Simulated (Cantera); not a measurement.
Charge: 1 mol borazine, 1.5 mol H2, at 1225 K and 1000 Pa.

Cantera equilibrium calculation (NASA polynomials, part measured and part estimated; ideal gas, pure solids and liquids). Candidate condensed phases: B, BN; 15 gas species. The feed counts by its element totals alone. Kinetics and transport are ignored.

Base state: H2 1.000 (mole fractions); condensed: BN(s).

What changes in the equilibrium state with this change: borazine replaced by BF3?


```json
[
 {"species": "H2", "before": "1.000", "after": "0.595"},
 {"species": "BF3", "before": "0", "after": "0.395"},
 {"species": "HF", "before": "0", "after": "0.00460"},
 {"species": "BHF2", "before": "0", "after": "0.00432"},
 {"species": "BF2", "before": "0", "after": "0.000276"},
 {"species": "BN(s), mol", "before": "3.00", "after": "0"}
]
```
The tables' values for BF2 are old estimates; treat these amounts as uncertain.
